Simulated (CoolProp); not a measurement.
A single-stage vapour-compression cycle with R410A: evaporating at 208.15 K (dew point), condensing at 278.15 K (bubble point), superheat 2 K, subcooling 0 K, compressor efficiency 0.8, no pressure losses. Each further row changes one setting.

Values from CoolProp's reference Helmholtz-energy equation of state, Lemmon 2003. It is a pseudo-pure fit of the blend.

```
case                              cooling COP  pressure ratio  discharge temperature (K)  refrigerating effect (kJ/kg)  volumetric capacity (kJ/m³)
--------------------------------  -----------  --------------  -------------------------  ----------------------------  ---------------------------
as stated                                1.70            19.5                      357.6                           186                          381
evaporating temperature 213.15 K         1.93            14.6                      348.8                           189                          506
condensing temperature 273.15 K          1.89            16.7                      349.0                           194                          396
subcooling 5 K                           1.78            19.5                      357.6                           194                          396
superheat 12 K                           1.69            19.5                      370.7                           193                          376
compressor efficiency 0.7                1.49            19.5                      373.5                           186                          381
```
